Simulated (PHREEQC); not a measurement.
Copper plating or etch bath: an equilibrium model

Dissolve 0.032 mol/kgw Cu(NO3)2, 0.21 mol/kgw H2SO4 and 0.5 mol/kgw KCl at 81 °C. Closed to the air; pH follows from the charge balance.

Computed with PHREEQC (ion-association model, phreeqc.dat).

```json
{
  "pH": "0.76",
  "ionic_strength": "0.783 mol/kgw",
  "activity_of_water": "0.974",
  "density": "1.009 g/cm³",
  "total_alkalinity": "-420 meq/kg"
}
```

```csv
species,molality,activity,log γ
K+,0.487,0.283,-0.236
Cl-,0.475,0.280,-0.229
H+,0.237,0.173,-0.137
HSO4-,0.183,0.134,-0.134
NO3-,0.0640,0.0346,-0.267
CuCl+,0.0204,0.0120,-0.230
KSO4-,0.0134,0.00856,-0.194
```

No solid was allowed to form. Caution: at this ionic strength the ion-association model is outside its range; a Pitzer model would be the better tool where its parameters exist. At this temperature some constants are extrapolated from 25 °C, and those without enthalpy data are left unchanged.
